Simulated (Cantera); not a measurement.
**Ignition delay**

Mixture: 22.6 % CO, 3.62 % H2, 15.4 % O2, 58.1 % N2, 0.294 % CO2, at 1.01 bar, adiabatic and at constant volume. Ignition delay is the time to a rise of 400 K.

Computed with Cantera and GRI-Mech 3.0 (53 species, 325 reactions). Where the delays flatten at high temperature, the 400 K rule measures the pace of heat release, not the induction time.

| T0 (K) | delay (ms) |
|---|---|
| 1250 | 0.0788 |
| 1325 | 0.0634 |
| 1400 | 0.0544 |
| 1475 | 0.0490 |
| 1550 | 0.0462 |
| 1625 | 0.0452 |
| 1700 | 0.0457 |
| 1775 | 0.0476 |
